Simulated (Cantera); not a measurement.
## Gas-phase reforming

A perfectly stirred reactor is fed with CH4 : H2O : H2 = 1 : 0.31 : 0.24 (molar parts), at 0.133 bar; it is held at 1698 K, and followed from long to short residence time.

Model: GRI-Mech 3.0 (53 species, 325 reactions), integrated in Cantera. GRI-Mech 3.0 stops at C3 and has no aromatics, soot or wall deposition, so with more carbon than oxygen in the feed, carbon stays in small species such as C2H2 where larger ones or solid carbon would form.

```tsv
τ (s)	x CH4	x H2O	x H2	x O2	x HCO	x CO2
10	0.0202	0.0212	0.740	<1e-12	3.40e-9	0.000752
3.1	0.0353	0.0477	0.710	3.79e-12	3.02e-9	0.00130
0.96	0.0626	0.0835	0.664	1.07e-11	3.16e-9	0.00133
0.30	0.112	0.116	0.604	1.92e-11	4.32e-9	0.000747
0.092	0.200	0.140	0.521	2.85e-11	6.62e-9	0.000226
0.029	0.324	0.160	0.415	4.05e-11	9.82e-9	3.93e-5
0.0089	0.465	0.179	0.297	4.90e-11	1.31e-8	4.04e-6
0.0027	0.578	0.193	0.204	3.07e-11	1.26e-8	2.63e-7
0.00085	0.631	0.199	0.164	5.14e-12	5.15e-9	7.13e-9
```
x: mole fraction; the columns are a selection and need not sum to one.
